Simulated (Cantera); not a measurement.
Feed: 1 mol SiH₂Cl₂, 38 mol NH₃, 1.2 mol H₂, held at 0.0578 Torr.

These are equilibrium values from Cantera (NASA tables, ideal gas, pure condensed phases), not measurements of a reactor. Candidate condensed phases: NH₄Cl, Si, Si₃N₄; 28 gas species. Rates play no part.

Q: What share of the Si ends up in condensed phases as a function of T (K), at 723, 823, 923, 1023, 1123, 1223, 1323, 1423, 1523, 1623, 1723?

A: 
```tsv
T (K)	Si condensed (%)	as
723	100.0	Si₃N₄(s)
823	100.0	Si₃N₄(s)
923	100.0	Si₃N₄(s)
1023	100.0	Si₃N₄(s)
1123	100.0	Si₃N₄(s)
1223	99.6	Si₃N₄(s)
1323	97.6	Si₃N₄(s)
1423	89.1	Si₃N₄(s)
1523	82.0	Si(s)
1623	65.8	Si(s)
1723	0.0	-
```
